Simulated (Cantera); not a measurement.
# Hydrogen reduction and annealing atmospheres: Cu₂O + H₂ + N₂

Charge: 1 mol Cu₂O, 0.84 mol H₂, 39 mol N₂, at 20.0 Pa.

Method: chemical equilibrium by Gibbs-energy minimisation in Cantera with the NASA 1993 tables (ideal gas, pure condensed phases). Candidate condensed phases: Cu, CuO, Cu(OH)₂, Cu₂O, H₂O; 27 gas species. Mutual solubility and eutectic melting of coexisting phases are not modelled. Kinetics and transport are ignored.

From 698 K to 1198 K the condensed part is Cu(s) + Cu₂O(s). At 1298 K the condensed part is Cu(s). From 1398 K to 1498 K the condensed part is Cu(l). From 1598 K to 1898 K nothing is condensed.

```csv
T (K),x N₂,x Cu,x H₂O,x H,x O₂,x H₂,x OH,n Cu(s),n Cu₂O(s),n Cu(l)
698,0.979,<1e-12,0.0211,<1e-12,<1e-12,3.12e-9,<1e-12,1.68,0.160,0
798,0.979,2.97e-12,0.0211,<1e-12,1.85e-11,1.64e-8,9.71e-12,1.68,0.160,0
898,0.979,8.15e-10,0.0211,1.91e-12,5.32e-9,6.07e-8,6.09e-10,1.68,0.160,0
998,0.979,7.20e-8,0.0211,6.39e-11,4.84e-7,1.76e-7,1.66e-8,1.68,0.160,0
1098,0.979,2.79e-6,0.0211,1.14e-9,1.91e-5,4.28e-7,2.48e-7,1.68,0.158,0
1198,0.978,5.81e-5,0.0211,1.28e-8,0.000402,9.06e-7,2.35e-6,1.74,0.128,0
1298,0.976,0.000752,0.0210,1.27e-7,0.00198,2.80e-6,1.23e-5,1.97,0,0
1398,0.971,0.00649,0.0209,1.28e-6,0.00195,1.46e-5,3.60e-5,0,0,1.74
1498,0.938,0.0398,0.0201,9.46e-6,0.00186,6.06e-5,8.89e-5,0,0,0.346
1598,0.930,0.0477,0.0197,5.45e-5,0.00185,0.000210,0.000199,0,0,0
1698,0.930,0.0477,0.0191,0.000251,0.00195,0.000602,0.000409,0,0,0
1798,0.928,0.0476,0.0177,0.000934,0.00222,0.00141,0.000774,0,0,0
1898,0.926,0.0475,0.0152,0.00284,0.00271,0.00265,0.00134,0,0,0
```
x: gas mole fraction; n: condensed amount in mol.
